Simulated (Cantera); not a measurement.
Feed: 1 mol CCl4, 0.11 mol H2, held at 2650 K.

Equilibrium computed with Cantera from the NASA thermochemical tables; the gas is ideal and each condensed phase is pure. Candidate condensed phases: C, C6H6, C7H8, C8H18; 91 gas species. The numbers say what is thermodynamically allowed, not how fast it happens.

x: gas mole fraction; n: condensed amount in mol.

```
P (Pa)   x Cl      x C3     x HCl       x C      x H     x Cl2     x C2  n C(graphite)
------  -----  --------  --------  --------  -------  --------  -------  -------------
1       0.844    0.0459  0.000254    0.0544   0.0461   3.03e-7  0.00929              0
5.20    0.865    0.0607   0.00135    0.0199   0.0461   1.65e-6  0.00646              0
27      0.926    0.0166   0.00712   0.00431   0.0437   9.85e-6  0.00157          0.752
140     0.943       ___       ___       ___      ___       ___      ___          0.953
720     0.945  0.000621    0.0438  0.000162  0.00988  0.000273  5.89e-5          0.991
3700    0.944  0.000121    0.0524   3.14e-5  0.00230   0.00140  1.15e-5          0.998
19000   0.937       ___    0.0548       ___      ___       ___      ___          0.999
100000  0.907   4.47e-6    0.0568   1.16e-6  9.60e-5    0.0350  4.24e-7          0.996
```

Question: Complete the blanks.

Answer: 
- 140, x C3: 0.00320
- 140, x HCl: 0.0241
- 140, x C: 0.000831
- 140, x H: 0.0280
- 140, x Cl2: 5.29e-5
- 140, x C2: 0.000303
- 19000, x C3: 2.36e-5
- 19000, x C: 6.12e-6
- 19000, x H: 0.000472
- 19000, x Cl2: 0.00710
- 19000, x C2: 2.23e-6
